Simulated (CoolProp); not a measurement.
Nitrous oxide along the isotherm 53.85 °C: fugacity coefficient from the reference equation and from simpler models built on Tc = 36.4 °C, pc = 7.245 MPa, ω = 0.161; each cubic takes its own stable root.

Model: reference Helmholtz-energy equation of state, Lemmon 2006, in CoolProp. It is a short technical equation, of lower accuracy than the large ones.

| p (MPa) | phase | reference |
|---|---|---|
| 1.09 | gas | 0.9567 |
| 2.17 | gas | 0.9146 |
| 3.26 | gas | 0.8728 |
| 4.35 | gas | 0.8315 |
| 5.43 | gas | 0.7910 |
| 6.52 | gas | 0.7503 |
| 7.61 | supercritical | 0.7094 |
| 8.69 | supercritical | 0.6682 |
| 9.78 | supercritical | 0.6254 |
| 10.9 | supercritical | 0.5828 |

Problem. How far does each simpler model (van der Waals, Peng-Robinson) lie from the reference over these 10 states: mean and median of the absolute difference, and the worst?

Solution. 
- van der Waals: mean 1.8 %, median 2.0 %, worst +2.5 % at 53.85 °C and 7.61 MPa
- Peng-Robinson: mean 2.0 %, median 2.3 %, worst -2.8 % at 53.85 °C and 8.69 MPa
